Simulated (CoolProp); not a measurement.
Aqueous propylene glycol as a coolant, at -7 °C, 1 atm.

Values from CoolProp's Melinder's fits for secondary coolants.

```
mass %  freezing point (°C)  viscosity (mPa s)  cp (kJ/(kg K))  Prandtl number  density (kg/m³)
------  -------------------  -----------------  --------------  --------------  ---------------
24.8                   -9.7               7.73           3.858            67.2             1027
29.4                  -12.4               10.0           3.792            89.3             1033
34.1                  -15.6               13.1           3.719             120             1039
38.7                  -19.4               17.0           3.642             159             1044
43.3                  -23.9               21.8           3.558             209             1049
47.9                  -29.3               27.6           3.468             271             1053
52.5                  -36.0               34.5           3.375             345             1056
```
